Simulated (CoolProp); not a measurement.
Propylene glycol at 334.1 K and 4.4 MPa is throttled through a valve to 2.6 MPa with no heat exchange. Each further row changes one setting.

Values from CoolProp's reference Helmholtz-energy equation of state, Eisenbach 2021.

```
case                      temperature change (K)  final density (kg/m³)
------------------------  ----------------------  ---------------------
as stated                                      …                   1010
outlet pressure 0.78 MPa                    +1.0                      …
outlet pressure 3.38 MPa                       …                   1010
```

Q: Complete the blanks.

A: 
- as stated, temperature change (K): +0.5
- outlet pressure 0.78 MPa, final density (kg/m³): 1000
- outlet pressure 3.38 MPa, temperature change (K): +0.3
